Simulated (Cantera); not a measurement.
A closed system holds: 1 mol Cr, 5.7 mol N2, 400 mol H2, held at 1225 °C.

These are equilibrium values from Cantera (NASA tables, ideal gas, pure condensed phases), not measurements of a reactor. Candidate condensed phases: Cr, CrN, Cr2N; 11 gas species. Equilibrium is a limit: real reactors are often held back by kinetics, nucleation or transport.

x: gas mole fraction; n: condensed amount in mol.

```json
[
 {"P (Pa)": "0.100", "x H2": "0.967", "x H": "0.0169", "x N2": "0.0139", "x Cr": "0.00244", "x NH3": "6.98e-12", "x NH2": "<1e-12", "n Cr(s)": "0", "n Cr2N(s)": "0"},
 {"P (Pa)": "1.50", "x H2": "0.979", "x H": "0.00439", "x N2": "0.0140", "x Cr": "0.00245", "x NH3": "1.07e-10", "x NH2": "[?]", "n Cr(s)": "0", "n Cr2N(s)": "0"},
 {"P (Pa)": "22", "x H2": "0.982", "x H": "0.00115", "x N2": "0.0140", "x Cr": "0.00245", "x NH3": "1.58e-9", "x NH2": "[?]", "n Cr(s)": "0.00165", "n Cr2N(s)": "0"},
 {"P (Pa)": "320", "x H2": "0.985", "x H": "0.000302", "x N2": "0.0140", "x Cr": "0.000169", "x NH3": "2.31e-8", "x NH2": "[?]", "n Cr(s)": "0.932", "n Cr2N(s)": "0"},
 {"P (Pa)": "4600", "x H2": "0.986", "x H": "7.96e-5", "x N2": "0.0140", "x Cr": "1.17e-5", "x NH3": "3.33e-7", "x NH2": "[?]", "n Cr(s)": "0.995", "n Cr2N(s)": "0"},
 {"P (Pa)": "68000", "x H2": "0.986", "x H": "2.07e-5", "x N2": "0.0140", "x Cr": "7.94e-7", "x NH3": "4.92e-6", "x NH2": "[?]", "n Cr(s)": "1.000", "n Cr2N(s)": "0"},
 {"P (Pa)": "1000000", "x H2": "0.987", "x H": "5.40e-6", "x N2": "0.0134", "x Cr": "4.19e-8", "x NH3": "7.07e-5", "x NH2": "[?]", "n Cr(s)": "0", "n Cr2N(s)": "0.500"}
]
```

### Question
Fill in the missing entries.

### Answer

- 1.50, x NH2: 1.28e-12
- 22, x NH2: 4.93e-12
- 320, x NH2: 1.89e-11
- 4600, x NH2: 7.16e-11
- 68000, x NH2: 2.75e-10
- 1000000, x NH2: 1.03e-9
